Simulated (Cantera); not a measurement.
# Ignition delay

Mixture: 13.9 % CH4, 2.77 % CO, 19.4 % O2, 64.0 % N2, at 1.20 bar, adiabatic and at constant pressure. Ignition delay is the time to a rise of 400 K.

Cantera simulation using GRI-Mech 3.0 (53 species, 325 reactions); the numbers are that mechanism's predictions, not measurements.

```tsv
T0 (K)	delay (ms)
1148	119
1223	37.9
1298	13.2
1373	5.00
1448	2.04
1523	0.904
1598	0.437
1673	0.231
1748	0.132
1823	0.0802
```

```json
{
  "apparent activation energy between 1673 and 1823 K": "180 kJ/mol"
}
```
